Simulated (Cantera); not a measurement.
Input: 1 mol SiCl4, 2.5 mol H2, held at 502 °C and 0.370 bar.

Method: chemical equilibrium by Gibbs-energy minimisation in Cantera with the NASA 1993 tables (ideal gas, pure condensed phases). Candidate condensed phases: Si; 19 gas species. Rates play no part.

What is the equilibrium state?


| Quantity | Value |
|---|---|
| x(H2) | 0.703 |
| x(SiCl4) | 0.275 |
| x(HCl) | 0.0112 |
| x(SiHCl3) | 0.0111 |
| x(SiH2Cl2) | 3.48e-5 |
| x(SiCl3) | 8.98e-6 |
| gas amount | 3.500 mol |
| log10 activity of Si(s) (absent) | -3.61 |
